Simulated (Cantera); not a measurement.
Input: 1 mol SiCl₄, 1.2 mol Cl₂, 1.4 mol H₂, held at 1600 K and 1.30 bar.

Method: chemical equilibrium by Gibbs-energy minimisation in Cantera with the NASA 1993 tables (ideal gas, pure condensed phases). The tables' values for SiCl₃ are old estimates; treat these amounts as uncertain. Equilibrium is a limit: real reactors are often held back by kinetics, nucleation or transport.

```csv
species,before,after
HCl,0.686,0.674
SiCl₄,0.250,0.267
H₂,0.0398,0.0490
SiCl₃,0.0189,0.00633
SiCl₂,0.00354,0.000370
Cl,0.000130,3.18e-5
SiHCl₃,0.00209,0.00281
```
Gas species are given as mole fractions.

Question: What was changed between the two runs?
A. Cl₂ from 1.2 to 2.4 mol
B. H₂ from 1.4 to 1.3 mol
C. Cl₂ from 1.2 to 2.7 mol
D. pressure from 1.30 bar to 17.0 bar

Answer: D, pressure from 1.30 bar to 17.0 bar
